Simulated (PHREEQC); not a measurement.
Solution (25 °C): 0.0013 mol/kgw HF, 0.064 mol/kgw (NH4)2SiF6, 0.0042 mol/kgw HBF4 and 0.042 mol/kgw HCl. Closed to the air; pH follows from the charge balance.

Model: ion-association model, wateq4f.dat, run in PHREEQC.

| quantity | before | after |
|---|---|---|
| pH | 1.45 | 1.26 |
| ionic strength (mol/kgw) | 0.236 | 0.145 |
| HF (mol/kgw) | 0.00737 | 0.00647 |
| BF4- (mol/kgw) | 0.00346 | 0.00270 |
| H3BO3 (mol/kgw) | 0.000549 | 0.00133 |
| F- (mol/kgw) | 0.000212 | 0.000111 |

Q: Which change was made?
A) diluted 100-fold with water
B) (NH4)2SiF6 replaced by NH4HSO4 at the same molality
C) (NH4)2SiF6 left out
D) HBF4 from 0.0042 to 0.00462 mol/kgw
E) HCl from 0.042 to 0.0042 mol/kgw

A: B, (NH4)2SiF6 replaced by NH4HSO4 at the same molality

Precipitation was switched off in this run. Some of these states are supersaturated (in Quartz (slow to form), Chalcedony (slow to form), for instance). SiF6-2 is the database's only silicon fluoride. Real BF4- forms and hydrolyses slowly; the run takes it at equilibrium.
